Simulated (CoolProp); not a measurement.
The fluid at 472.11 K and 0.18 MPa is throttled through a valve to 0.0538 MPa with no heat exchange. The same conditions are run with several fluids, on thermodynamics alone (safety and materials aside).

Model: reference Helmholtz-energy equation of state of each fluid (oxygen: Schmidt 1985; ethane: Bücker 2006; cyclopropane: Polt 1992; n-hexane: Thol 2019; normal hydrogen: Leachman 2009), in CoolProp. The equations of Platzer and Polt are older, rougher fits.

```
fluid            temperature change (K)  final density (kg/m³)
---------------  ----------------------  ---------------------
oxygen                              ___                    ___
ethane                              ___                  0.413
cyclopropane                       -0.6                  0.579
n-hexane                            ___                    ___
normal hydrogen                     ___                 0.0276
```

Question: Some entries are withheld; supply them.

Answer: 
- oxygen, temperature change (K): -0.1
- oxygen, final density (kg/m³): 0.439
- ethane, temperature change (K): -0.4
- n-hexane, temperature change (K): -1.2
- n-hexane, final density (kg/m³): 1.19
- normal hydrogen, temperature change (K): +0.1

Above 300 K oxygen's equation is extrapolated.
